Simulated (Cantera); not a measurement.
An adiabatic, constant-pressure homogeneous reactor starts with C2H4 : O2 : N2 : H2O = 1 : 1.2 : 4.51 : 1.4 (molar parts), equivalence ratio 2.5, at 1500 K and 8.39 atm.

Computed with Cantera and GRI-Mech 3.0 (53 species, 325 reactions). GRI-Mech 3.0 was tuned for natural gas; its chemistry of ethylene as a main component is partial and can be far from experiment.

Predict: time of steepest temperature rise; temperature at 5.00 s; equilibrium temperature; x(O2) at 5.00 s; x(H2O) at 5.00 s; x(NO) at 5.00 s; x(H2) at 5.00 s.


```
Quantity                                                            Result
---------------------------------  ---------------------------------------
time of steepest temperature rise                                  4.81 µs
temperature at 5.00 s                                               2454 K
equilibrium temperature                                             2454 K
x(O2) at 5.00 s                    1.90e-6 (gas-phase equilibrium 1.90e-6)
x(H2O) at 5.00 s                       0.156 (gas-phase equilibrium 0.156)
x(NO) at 5.00 s                    4.86e-5 (gas-phase equilibrium 4.86e-5)
x(H2) at 5.00 s                        0.185 (gas-phase equilibrium 0.185)
```
